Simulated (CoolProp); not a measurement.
Vapour-liquid equilibrium of n-octane (1) + ethylbenzene (2) at 370.6 K; x and y are mole fractions of (1).

Model: multi-fluid Helmholtz-energy mixture model, Beckmüller 2019 and Zhou 2012; pair parameters Bell 2016, in CoolProp.

| x | bubble pressure, mixture model (MPa) | bubble pressure, Raoult's law (MPa) | y, mixture model | y, Raoult's law |
|---|---|---|---|---|
| 0.05 | 0.03264 | 0.03203 | 0.083 | 0.067 |
| 0.2 | 0.03564 | 0.03378 | 0.284 | 0.255 |
| 0.35 | 0.03797 | 0.03553 | 0.441 | 0.425 |
| 0.5 | 0.03980 | 0.03727 | 0.575 | 0.578 |
| 0.65 | 0.04121 | 0.03902 | 0.700 | 0.718 |
| 0.8 | 0.04226 | 0.04077 | 0.823 | 0.846 |
| 0.95 | 0.04295 | 0.04251 | 0.954 | 0.963 |

The largest gap from Raoult's law is +6.9 % in bubble pressure, at x = 0.35. No azeotrope shows between x = 0.05 and 0.95.

The pair parameters rest on a limited set of measurements; away from them the model extrapolates.
